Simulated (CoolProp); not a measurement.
Vapour-liquid equilibrium of ethylbenzene (1) + m-xylene (2) at 0.00175 MPa; x and y are mole fractions of (1).

Values from CoolProp's multi-fluid Helmholtz-energy mixture model, Zhou 2012 and Zhou 2012; pair parameters Bell 2016.

| x | bubble temperature (K) | y at the bubble point | dew temperature at overall composition x (K) | liquid density (mol/L) |
|---|---|---|---|---|
| 0.05 | 306.0 | 0.058 | 306.0 | 8.035 |
| 0.125 | 305.8 | 0.143 | 305.8 | 8.037 |
| 0.2 | 305.5 | 0.225 | 305.6 | 8.040 |
| 0.275 | 305.3 | 0.305 | 305.4 | 8.042 |
| 0.35 | 305.1 | 0.383 | 305.2 | 8.045 |
| 0.425 | 304.9 | 0.459 | 305.0 | 8.048 |
| 0.5 | 304.7 | 0.533 | 304.8 | 8.051 |
| 0.575 | 304.6 | 0.606 | 304.6 | 8.054 |
| 0.65 | 304.4 | 0.677 | 304.5 | 8.058 |
| 0.725 | 304.3 | 0.747 | 304.3 | 8.062 |
| 0.8 | 304.1 | 0.817 | 304.1 | 8.066 |
| 0.875 | 304.0 | 0.886 | 304.0 | 8.070 |
| 0.95 | 303.8 | 0.954 | 303.8 | 8.075 |

No azeotrope shows between x = 0.05 and 0.95.

Pair parameters are fitted to limited data, so mixtures are less certain than the pure fluids.
